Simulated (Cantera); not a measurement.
A Cantera script and its output.

```python
import numpy as np
import cantera as ct

surf = ct.Interface("diamond.yaml", "diamond_100")
gas, bulk = surf.adjacent["gas"], surf.adjacent["diamond"]
k = surf.kinetics_species_index(bulk.species_names[0])
cover = ["c6HH", "c6H*", "c6*H", "c6**", "c6HM", "c6B"]

rows, drift = [], 0.0
print(f"{'P':>10s}{'um/h':>11s}" + "".join(f"{s:>11s}" for s in cover))
for v in [380, 650, 1100, 1900, 3200, 5500, 9400, 16000]:
    T, P, xH, xCH3 = 1325, v, 0.00086, 0.00076
    gas.TPX = T, P, {"H": xH, "CH3": xCH3, "CH4": 0.014, "H2": 1 - xH - xCH3 - 0.014}
    surf.TP = bulk.TP = T, P
    surf.coverages = "c6H*:0.1, c6HH:0.9"
    surf.advance_coverages(100.0)
    before = surf.coverages
    surf.advance_coverages(100.0)
    drift = max(drift, np.max(np.abs(surf.coverages - before) / (surf.coverages + 1e-9)))
    rate = surf.net_production_rates[k] * bulk.mean_molecular_weight / bulk.density * 3.6e9
    rows.append([rate, *surf[cover].coverages])
    print(f"{v:10.4g}{rate:11.4e}" + "".join(f"{x:11.3e}" for x in rows[-1][1:]))
```

Output:

```
         P       um/h       c6HH       c6H*       c6*H       c6**       c6HM        c6B
       380 5.4241e-02  4.267e-01  4.833e-02  4.957e-01  2.740e-02  5.387e-05  1.472e-10
       650 1.3768e-01  4.268e-01  4.826e-02  4.951e-01  2.702e-02  9.540e-05  3.736e-10
      1100 3.2390e-01  4.268e-01  4.820e-02  4.944e-01  2.660e-02  1.679e-04  8.789e-10
      1900 7.3750e-01  4.267e-01  4.814e-02  4.938e-01  2.614e-02  3.021e-04  2.001e-09
      3200 1.5254e+00  4.264e-01  4.808e-02  4.931e-01  2.574e-02  5.259e-04  4.139e-09
      5500 3.1029e+00  4.261e-01  4.801e-02  4.924e-01  2.540e-02  9.263e-04  8.420e-09
      9400 6.1217e+00  4.255e-01  4.793e-02  4.915e-01  2.513e-02  1.604e-03  1.661e-08
   1.6e+04 1.2026e+01  4.247e-01  4.782e-02  4.902e-01  2.493e-02  2.732e-03  3.263e-08
```

Model: the Harris–Goodwin 1993 mechanism for the reconstructed diamond (100) surface, integrated in Cantera.
